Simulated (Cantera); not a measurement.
A freely propagating, adiabatic, planar premixed flame of 24.1 % CO, 1.56 % H2, 15.6 % O2, 58.7 % N2, unburnt at 473 K and 75.0 Torr; mixture-averaged transport, grid criteria slope 0.08 and curve 0.16, no radiation.

Model: GRI-Mech 3.0 (53 species, 325 reactions), integrated in Cantera. Burning velocities carry a grid error of a few per cent, more on coarse grids.

x: mole fraction of selected species; z is measured from the peak of heat release.

```json
[
 {"z (mm)": "-48.8", "T (K)": "473", "u (m/s)": "0.861", "x CO": "0.241", "x H2": "0.0156", "x O2": "0.156", "x H2O2": "<1e-8", "x NO": "<1e-8", "x H2O": "<1e-8"},
 {"z (mm)": "-32.5", "T (K)": "473", "u (m/s)": "0.861", "x CO": "0.241", "x H2": "0.0156", "x O2": "0.156", "x H2O2": "<1e-8", "x NO": "<1e-8", "x H2O": "<1e-8"},
 {"z (mm)": "-24.4", "T (K)": "473", "u (m/s)": "0.861", "x CO": "0.241", "x H2": "0.0156", "x O2": "0.156", "x H2O2": "<1e-8", "x NO": "<1e-8", "x H2O": "<1e-8"},
 {"z (mm)": "-16.3", "T (K)": "473", "u (m/s)": "0.861", "x CO": "0.241", "x H2": "0.0156", "x O2": "0.156", "x H2O2": "<1e-8", "x NO": "<1e-8", "x H2O": "1.16e-8"},
 {"z (mm)": "-8.14", "T (K)": "474", "u (m/s)": "0.863", "x CO": "0.241", "x H2": "0.0153", "x O2": "0.156", "x H2O2": "8.77e-7", "x NO": "<1e-8", "x H2O": "1.12e-5"},
 {"z (mm)": "-4.07", "T (K)": "570", "u (m/s)": "1.03", "x CO": "0.236", "x H2": "0.0137", "x O2": "0.153", "x H2O2": "8.09e-6", "x NO": "<1e-8", "x H2O": "0.00120"},
 {"z (mm)": "0", "T (K)": "983", "u (m/s)": "1.76", "x CO": "0.195", "x H2": "0.00506", "x O2": "0.128", "x H2O2": "1.10e-7", "x NO": "…", "x H2O": "0.00810"},
 {"z (mm)": "4.07", "T (K)": "1283", "u (m/s)": "2.24", "x CO": "0.130", "x H2": "0.000961", "x O2": "0.0857", "x H2O2": "5.32e-8", "x NO": "…", "x H2O": "0.00786"},
 {"z (mm)": "8.14", "T (K)": "1432", "u (m/s)": "2.47", "x CO": "0.0994", "x H2": "0.000987", "x O2": "0.0693", "x H2O2": "4.37e-8", "x NO": "…", "x H2O": "0.00531"},
 {"z (mm)": "16.3", "T (K)": "1575", "u (m/s)": "2.68", "x CO": "0.0886", "x H2": "0.00119", "x O2": "0.0653", "x H2O2": "3.82e-8", "x NO": "…", "x H2O": "0.00661"},
 {"z (mm)": "32.5", "T (K)": "1718", "u (m/s)": "2.90", "x CO": "0.0826", "x H2": "0.00123", "x O2": "0.0642", "x H2O2": "2.49e-8", "x NO": "…", "x H2O": "0.00928"},
 {"z (mm)": "65.1", "T (K)": "1857", "u (m/s)": "3.10", "x CO": "0.0739", "x H2": "0.00110", "x O2": "0.0617", "x H2O2": "1.38e-8", "x NO": "…", "x H2O": "0.0114"},
 {"z (mm)": "130", "T (K)": "1984", "u (m/s)": "3.28", "x CO": "0.0633", "x H2": "0.000896", "x O2": "0.0580", "x H2O2": "<1e-8", "x NO": "…", "x H2O": "0.0130"}
]
```

Some entries are withheld; supply them.


- 0, x NO: 6.89e-7
- 4.07, x NO: 5.94e-6
- 8.14, x NO: 1.42e-5
- 16.3, x NO: 2.74e-5
- 32.5, x NO: 4.39e-5
- 65.1, x NO: 7.06e-5
- 130, x NO: 0.000146
